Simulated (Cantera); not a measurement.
Charge: 1 mol Si3N4, 0.0033 mol O2, 320 mol H2, 1.9 mol N2O, equilibrated at 1.00 Torr.

Equilibrium computed with Cantera from the NASA thermochemical tables; the gas is ideal and each condensed phase is pure. Candidate condensed phases: H2O, Si, SiO2, Si2N2O, Si3N4; 35 gas species. Gases not in the tables: Si2H6 and higher silanes. The numbers say what is thermodynamically allowed, not how fast it happens.

Task: Which condensed phases are stable at each of these points (T (°C)): 1277, 1377, 1477, 1577, 1677, 1777, 1877?

Result: 
```json
[
 {"T (°C)": "1277", "condensed phases": "Si(s)", "Si condensed (%)": "36.1"},
 {"T (°C)": "1377", "condensed phases": "Si(s)", "Si condensed (%)": "34.0"},
 {"T (°C)": "1477", "condensed phases": "Si(l)", "Si condensed (%)": "23.1"},
 {"T (°C)": "1577", "condensed phases": "gas only", "Si condensed (%)": "0.0"},
 {"T (°C)": "1677", "condensed phases": "gas only", "Si condensed (%)": "0.0"},
 {"T (°C)": "1777", "condensed phases": "gas only", "Si condensed (%)": "0.0"},
 {"T (°C)": "1877", "condensed phases": "gas only", "Si condensed (%)": "0.0"}
]
```

From 1277 °C to 1377 °C the condensed part is Si(s). At 1477 °C the condensed part is Si(l). From 1577 °C to 1877 °C nothing is condensed.
